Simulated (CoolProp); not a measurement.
C3F8 (R218) at 303.27 K and 3.61 MPa flows at 0.63 m/s in a round tube of 50 mm bore and 15 µm roughness, fully developed (64/Re and Nu = 3.66 if laminar; Colebrook and Gnielinski if turbulent). Each further row changes one setting.

Model: reference Helmholtz-energy equation of state, Lemmon 2006, in CoolProp. It is a short technical equation, of lower accuracy than the large ones.

```
case               Reynolds number  Darcy friction factor  pressure drop (Pa/m)  heat-transfer coefficient (W/(m² K))  mass flow (kg/h)
-----------------  ---------------  ---------------------  --------------------  ------------------------------------  ----------------
as stated                   241000                 0.0174                  92.1                                  1060              5960
velocity 1.26 m/s           483000                 0.0163                   347                                  2020             11900
diameter 100 mm             483000                 0.0150                  39.9                                   948             23800
```

Viscosity comes from a separate model (Huber 2003), an estimate that may be off by 10 % or more. Thermal conductivity comes from a separate model (Huber 2003), an estimate that may be off by 10 % or more.
